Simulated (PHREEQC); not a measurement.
Solution (25 °C): 18 mmol/kgw HNO3, 35 mmol/kgw AlCl3 and 0.34 mmol/kgw MnSO4. It is in equilibrium with CO2 at log p = 0 (atm). Otherwise closed; pH follows from the charge balance.

All values are PHREEQC results (ion-association model, phreeqc.dat), not measurements.

```csv
quantity,before,after
pH,1.85,1.84
(CO2)2 (mol/kgw),2.00e-5,2.90e-5
AlOH+2 (mol/kgw),1.00e-5,3.70e-6
HCO3- (mol/kgw),1.42e-6,1.72e-6
Al(OH)2+ (mol/kgw),2.21e-9,1.97e-10
SI of Gibbsite (Al(OH)3),-4.94,-5.82
```

### Question
What was changed between the two runs?
A. MnSO4 replaced by Na2SO4 at the same molality
B. MnSO4 left out
C. HNO3 from 0.018 to 0.09 mol/kgw
D. temperature from 25 to 45 °C
E. temperature from 25 to 10 °C

### Answer
E, temperature from 25 to 10 °C

Precipitation was switched off in this run. At this temperature some constants are extrapolated from 25 °C, and those without enthalpy data are left unchanged.
